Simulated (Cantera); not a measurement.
Input (Python, Cantera) and output of one run.

```python
import numpy as np
import cantera as ct

gas_names = """
    AL ALCL ALCL2 ALCL3 ALH ALN AL2 AL2CL6 CL CL2 H HCL H2 N NH NH2 NH3 N2 N2H2 N2H4
""".split()
cond_names = """
    AL(cr) AL(L) ALCL3(s) ALCL3(L) ALN(s) NH4CL(a) NH4CL(b)
""".split()


def load(file, names, dense=False):
    # The tables refer to 1 bar. Condensed volumes are neglected.
    table = {s.name: s for s in ct.Species.list_from_file(file)}
    out = []
    for n in names:
        d = dict(table[n].input_data)
        d["thermo"] = dict(d["thermo"], **{"reference-pressure": 1e5})
        if dense:
            d["equation-of-state"] = {"model": "constant-volume", "density": "1e6 g/cm^3"}
        out.append(ct.Species.from_dict(d))
    return out


gas = ct.Solution(thermo="ideal-gas", species=load("nasa_gas.yaml", gas_names))
cond = {s.name: ct.Solution(thermo="fixed-stoichiometry", species=[s], name=s.name)
        for s in load("nasa_condensed.yaml", cond_names, dense=True)}
atoms = {
    'AlN': {'AL': 1, 'N': 1},
    'HCl': {'H': 1, 'CL': 1},
    'H2': {'H': 2},
}
top_T = {'ALN(s)': 2750}  # K; cautious upper limits of use, not melting points


def equilibrate(T, P, feed):
    n = {}
    for name, mol in feed.items():
        for a, k in atoms[name].items():
            n[a] = n.get(a, 0.0) + k * mol
    gas.TPX = T, P, n
    mass = sum(n.values()) * gas.mean_molecular_weight
    gas.equilibrate("TP")
    valid = [c for c in cond.values() if c.min_temp <= T <= top_T.get(c.name, c.max_temp)]
    mix = ct.Mixture([(gas, mass / gas.mean_molecular_weight)] + [(c, 0.0) for c in valid])
    mix.T, mix.P = T, P
    mix.equilibrate("TP", solver="vcs", rtol=1e-11, max_steps=5000)
    return mix


results = []
feed = {'AlN': 1, 'HCl': 5.9, 'H2': 48}  # mol
P = 440  # Pa
for T in [898, 1048, 1198, 1348, 1498, 1648, 1798, 1948]:
    mix = equilibrate(T, P, feed)
    results.append((T, P, feed, dict(zip(mix.species_names, mix.species_moles))))

top = {s: max(r[3][s] / sum(r[3][g] for g in gas_names) for r in results) for s in gas_names}
cols = sorted((s for s in top if top[s] > 0.0001), key=lambda s: -top[s])[:9]
seen = [c for c in cond_names if any(r[3].get(c, 0) > 1e-12 for r in results)]
print("log10 of partial pressures in bar; condensed amounts in mol")
print(f"{'T/K':>10s}" + "".join(f"{s[:9]:>10s}" for s in cols + seen))
for T, P, feed, n in results:
    ng = sum(n[g] for g in gas_names)
    print(f"{T:10.4g}" + "".join(f"{np.log10(max(n[s] / ng * P / 1e5, 1e-99)):10.3f}" for s in cols)
          + "".join(f"{n.get(c, 0):10.4g}" for c in seen))
```

Result:

```
log10 of partial pressures in bar; condensed amounts in mol
       T/K        H2       HCL     ALCL3      ALCL         H        N2     ALCL2        CL    ALN(s)
       898    -2.394    -3.611    -4.103   -11.622   -11.158    -4.404    -9.147   -12.385   0.03306
      1048    -2.394    -3.626    -4.088    -8.743    -9.309    -4.389    -7.397   -10.580         0
      1198    -2.394    -3.624    -4.093    -6.638    -7.918    -4.389    -6.123    -9.209         0
      1348    -2.396    -3.591    -4.165    -5.140    -6.834    -4.390    -5.237    -8.108         0
      1498    -2.403    -3.489    -4.527    -4.410    -5.966    -4.394    -4.915    -7.146         0
      1648    -2.409    -3.429    -5.237    -4.184    -5.255    -4.396    -5.046    -6.381         0
      1798    -2.412    -3.416    -6.034    -4.129    -4.659    -4.398    -5.326    -5.779         0
      1948    -2.417    -3.418    -6.763    -4.116    -4.156    -4.401    -5.607    -5.282         0
```

Equilibrium computed with Cantera from the NASA thermochemical tables; the gas is ideal and each condensed phase is pure. The tables' values for AlCl2 are old estimates; treat these amounts as uncertain.
